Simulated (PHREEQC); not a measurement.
A made-up water analysis in mg/L, 25 °C, pH 6.55, pe 0.9:

```tsv
constituent	mg/L
Na	329
K	56.9
Ca	79.5
Mg	27.8
Cl	369
S(6) as SO4	150
Alkalinity as HCO3	522
Sr	0.212
Li	0.0517
```

Cl is adjusted to close the charge balance.
Valence states are taken as typed.

Equilibrium calculation in PHREEQC: ion-association model, wateq4f.dat.

This is a speciation only: nothing precipitates in the calculation.

Q: Order these Ca species by the share of Ca that they hold, largest first: CaSO4, CaHCO3+, Ca+2.

A: Ca+2 (88 %), CaSO4 (6.9 %), CaHCO3+ (5.2 %)

Q: Order these Mg species by the share of Mg that they hold, largest first: MgHCO3+, Mg+2, MgSO4.

A: Mg+2 (87 %), MgSO4 (8.1 %), MgHCO3+ (4.9 %)

The pH is 6.55 and the ionic strength 0.0254 mol/kgw.
